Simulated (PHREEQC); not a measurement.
Dissolve 0.049 mol/kgw H2SO4, 0.00158 mol/kgw MnSO4 and 0.19 mol/kgw MgSO4 at 20 °C. Closed to the air; pH follows from the charge balance.

Model: ion-association model, wateq4f.dat, run in PHREEQC.

This is a speciation only: nothing precipitates in the calculation.

### Question
What pH does the model give?

### Answer
pH 1.57.

### Question
In which forms is Mn present?

### Answer
Mn+2 58 %, MnSO4 42 % of the Mn.
